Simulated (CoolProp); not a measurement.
C3F8 (R218) along the isotherm 440 K: density (kg/m³) from the reference equation and from simpler models built on Tc = 345.0 K, pc = 2640 kPa, ω = 0.317; each cubic takes its own stable root.

Model: reference Helmholtz-energy equation of state, Lemmon 2006, in CoolProp. It is a short technical equation, of lower accuracy than the large ones.

```tsv
p (kPa)	phase	reference
440	gas	23.13
880	gas	47.37
1320	gas	72.83
1760	gas	99.63
2200	gas	127.9
2640	gas	157.7
3080	supercritical	189.3
3520	supercritical	222.5
3960	supercritical	257.3
4400	supercritical	293.7
4840	supercritical	331.4
5280	supercritical	369.9
5720	supercritical	408.9
6160	supercritical	447.9
6600	supercritical	486.3
```

Q: How far does each simpler model (ideal gas, van der Waals, Redlich-Kwong, Soave-Redlich-Kwong, Peng-Robinson) lie from the reference over these 15 states: mean and median of the absolute difference, and the worst?

A: 
- ideal gas: mean 17.8 %, median 18.7 %, worst -30.2 % at 440 K and 6600 kPa
- van der Waals: mean 8.9 %, median 8.4 %, worst +17.2 % at 440 K and 5720 kPa
- Redlich-Kwong: mean 5.0 %, median 5.1 %, worst +8.6 % at 440 K and 6160 kPa
- Soave-Redlich-Kwong: mean 2.5 %, median 2.1 %, worst -6.3 % at 440 K and 6600 kPa
- Peng-Robinson: mean 1.0 %, median 1.0 %, worst +1.8 % at 440 K and 2640 kPa
